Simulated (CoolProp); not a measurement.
n-decane along the isobar 49.3 bar: density (kg/m³) from the reference equation and from simpler models built on Tc = 617.7 K, pc = 21.01 bar, ω = 0.488; each cubic takes its own stable root.

Model: reference Helmholtz-energy equation of state, Lemmon 2006, in CoolProp. It is a short technical equation, of lower accuracy than the large ones.

```tsv
T (K)	phase	reference	van der Waals	Redlich-Kwong	Soave-Redlich-Kwong	Peng-Robinson
300.3	liquid	728.7	395.2	578.9	600.4	673.2
311.8	liquid	720.1	392.0	573.2	595.7	668.2
323.3	liquid	711.4	388.8	567.3	590.8	663.0
334.8	liquid	702.7	385.5	561.3	585.8	657.6
346.3	liquid	694.0	382.2	555.2	580.5	651.9
357.8	liquid	685.3	378.9	548.9	574.9	646.0
369.3	liquid	676.5	375.5	542.4	569.2	639.8
380.8	liquid	667.6	372.0	535.8	563.2	633.3
392.3	liquid	658.7	368.4	529.0	556.9	626.6
403.8	liquid	649.7	364.9	522.0	550.4	619.5
415.3	liquid	640.6	361.2	514.8	543.6	612.0
426.8	liquid	631.3	357.5	507.5	536.5	604.2
438.3	liquid	621.9	353.7	499.9	529.1	596.0
449.8	liquid	612.3	349.8	492.2	521.3	587.4
```
